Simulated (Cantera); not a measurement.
**Gas activation for diamond growth**

An isothermal, constant-pressure homogeneous reactor starts with 0.219 % CH4, 99.6 % H2, 0.209 % O2, equivalence ratio 240, at 2600 K and 55.5 Torr.

Model: GRI-Mech 3.0 (53 species, 325 reactions), integrated in Cantera.

```csv
t (s),x CH4,x H2,x O2,x CH2,x C2H6
3.00e-6,0.00217,0.996,0.00209,1.19e-8,3.50e-11
1.18e-5,0.00215,0.995,0.00207,5.68e-8,2.37e-10
4.62e-5,0.00210,0.994,0.00190,3.43e-7,1.32e-9
0.000181,0.00187,0.986,0.000523,4.38e-6,9.88e-9
0.000711,0.00139,0.972,7.10e-10,2.02e-5,1.78e-8
0.00279,0.000316,0.950,2.11e-9,2.06e-5,1.85e-9
0.0110,4.19e-5,0.921,3.87e-9,7.95e-6,4.79e-11
0.0430,8.91e-7,0.878,4.18e-9,4.66e-7,<1e-12
0.169,9.18e-12,0.864,5.25e-9,6.25e-12,<1e-12
0.662,9.16e-12,0.864,5.25e-9,6.25e-12,<1e-12
2.60,9.16e-12,0.864,5.25e-9,6.25e-12,<1e-12
10.2,9.16e-12,0.864,5.25e-9,6.25e-12,<1e-12
40.0,9.16e-12,0.864,5.25e-9,6.25e-12,<1e-12
```
x: mole fraction; the columns are a selection and need not sum to one.

Equilibrium at this temperature and pressure: CH4 9.80e-12, H2 0.864, O2 5.25e-9, CH2 6.67e-12, C2H6 <1e-12 (gas phase only).
